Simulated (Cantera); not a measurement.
What does this Cantera script print?

```python
import numpy as np
import cantera as ct

surf = ct.Interface("ptcombust.yaml", "Pt_surf")
gas = surf.adjacent["gas"]
gas.TPX = 725, 100000, {'CO': 0.0026, 'O2': 0.011, 'N2': 0.79, 'H2O': 0.034}
surf.TP = 725, 100000
reactor = ct.FlowReactor(gas, clone=False)
reactor.area = 0.0001  # m2
reactor.surface_area_to_volume_ratio = 3400  # 1/m
reactor.mass_flow_rate = 0.72 * reactor.area * gas.density  # inlet velocity 0.72 m/s
reactor.energy_enabled = False
wall = ct.ReactorSurface(surf, reactor, clone=False)
net = ct.ReactorNet([reactor])
net.rtol, net.atol = 1e-8, 1e-16
show, cover = ['CO', 'O2', 'H2O', 'CO2'], ['PT(S)', 'H(S)', 'O(S)', 'OH(S)', 'CO(S)', 'C(S)']

rows = []
print(f"{'z/m':>9s}{'u/(m/s)':>9s}" + "".join(f"{s:>13s}" for s in show + cover))
for z in [0.00019, 0.00036, 0.00069, 0.0013, 0.0026, 0.005, 0.0096, 0.019]:
    net.advance(z)
    rows.append([reactor.speed, *gas[show].X, *surf[cover].coverages])
    print(f"{z:9.4g}{rows[-1][0]:9.3g}" + "".join(f"{x:13.4e}" for x in rows[-1][1:]))
```

It prints:

```
      z/m  u/(m/s)           CO           O2          H2O          CO2        PT(S)         H(S)         O(S)        OH(S)        CO(S)         C(S)
  0.00019    0.719   4.0576e-04   1.1799e-02   4.0647e-02   2.7025e-03   4.3809e-02   8.1873e-09   9.4881e-01   6.8019e-03   5.6870e-04   1.3154e-17
  0.00036    0.719   2.7216e-04   1.1733e-02   4.0650e-02   2.8363e-03   3.7632e-02   6.4947e-09   9.5575e-01   6.3274e-03   2.7948e-04   5.5125e-18
  0.00069    0.719   1.4881e-04   1.1672e-02   4.0652e-02   2.9599e-03   3.3892e-02   5.5390e-09   9.5995e-01   6.0181e-03   1.2342e-04   2.1828e-18
   0.0013    0.719   5.7714e-05   1.1627e-02   4.0654e-02   3.0511e-03   3.1794e-02   5.0267e-09   9.6232e-01   5.8362e-03   4.2026e-05   6.9554e-19
   0.0026    0.719   9.1513e-06   1.1603e-02   4.0655e-02   3.0998e-03   3.0834e-02   4.7982e-09   9.6340e-01   5.7508e-03   6.2609e-06   1.0038e-19
    0.005    0.719   3.3673e-07   1.1599e-02   4.0655e-02   3.1086e-03   3.0670e-02   4.7595e-09   9.6358e-01   5.7360e-03   2.2788e-07   3.6334e-21
   0.0096    0.719   6.1240e-10   1.1599e-02   4.0655e-02   3.1089e-03   3.0664e-02   4.7580e-09   9.6359e-01   5.7354e-03   4.1427e-10   6.6039e-24
    0.019    0.719   1.5741e-15   1.1599e-02   4.0655e-02   3.1089e-03   3.0664e-02   4.7580e-09   9.6359e-01   5.7354e-03   1.0651e-15   1.6982e-29
```

Cantera simulation using Deutschmann's 1995 Pt surface mechanism with GRI-Mech 3.0 gas chemistry; the numbers are that mechanism's predictions, not measurements. Catalytic surfaces can have several steady states; this one follows from the mechanism file's or the stated starting coverage. Mass transfer to the wall is taken as infinitely fast.
